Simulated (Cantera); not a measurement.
A perfectly stirred reactor is fed with 2.41 % CO, 1.15 % O2, 0.202 % H2O, 96.2 % N2, equivalence ratio 1.0, at 4.93 atm; it is held at 1148 K, and followed from long to short residence time.

Detailed kinetics in Cantera: GRI-Mech 3.0 (53 species, 325 reactions).

x: mole fraction; the columns are a selection and need not sum to one.

```
τ (s)      x CO     x O2    x H2O      x NO      x H     x OH
------  -------  -------  -------  --------  -------  -------
0.70    0.00403  0.00154  0.00201   3.49e-7  7.37e-7  4.89e-7
0.32          …        …  0.00200         …  6.02e-7  4.24e-7
0.15     0.0118  0.00544  0.00200   8.30e-8  5.66e-7  4.04e-7
0.066    0.0165  0.00779  0.00199   2.70e-8  5.40e-7  3.86e-7
0.030    0.0201  0.00956  0.00199   7.31e-9  4.99e-7  3.56e-7
0.014    0.0222   0.0106  0.00200   1.74e-9  4.35e-7  3.10e-7
0.0063   0.0233   0.0112  0.00201  3.47e-10  3.51e-7  2.49e-7
0.0029   0.0238   0.0114  0.00202  6.64e-11  2.60e-7  1.83e-7
0.0013   0.0240   0.0115  0.00202  6.85e-12        …        …
```

Q: Complete the blanks.

A: 
- 0.32, x CO: 0.00758
- 0.32, x O2: 0.00332
- 0.32, x NO: 1.87e-7
- 0.0013, x H: 1.31e-7
- 0.0013, x OH: 8.99e-8
